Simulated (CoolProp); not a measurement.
Propylene along the isobar 18.5 bar: fugacity coefficient from the reference equation and from simpler models built on Tc = 364.2 K, pc = 45.55 bar, ω = 0.146; each cubic takes its own stable root.

Model: reference Helmholtz-energy equation of state, Lemmon 2013, in CoolProp.

| T (K) | phase | reference |
|---|---|---|
| 263.2 | liquid | 0.2216 |
| 280.3 | liquid | 0.3542 |
| 297.3 | liquid | 0.5257 |
| 314.4 | liquid | 0.7361 |
| 331.5 | gas | 0.8155 |
| 348.5 | gas | 0.8429 |
| 365.6 | gas | 0.8651 |
| 382.7 | gas | 0.8834 |
| 399.8 | gas | 0.8985 |

Problem. How far does each simpler model (van der Waals, Redlich-Kwong, Soave-Redlich-Kwong, Peng-Robinson) lie from the reference over these 9 states: mean and median of the absolute difference, and the worst?

Solution. 
- van der Waals: mean 32.8 %, median 4.1 %, worst +131.9 % at 263.2 K and 18.5 bar
- Redlich-Kwong: mean 6.5 %, median 0.8 %, worst +20.2 % at 263.2 K and 18.5 bar
- Soave-Redlich-Kwong: mean 0.8 %, median 0.4 %, worst +1.8 % at 297.3 K and 18.5 bar
- Peng-Robinson: mean 0.9 %, median 1.2 %, worst -1.4 % at 348.5 K and 18.5 bar

At some of these states van der Waals, Redlich-Kwong gives the other phase, because its saturation line lies elsewhere.
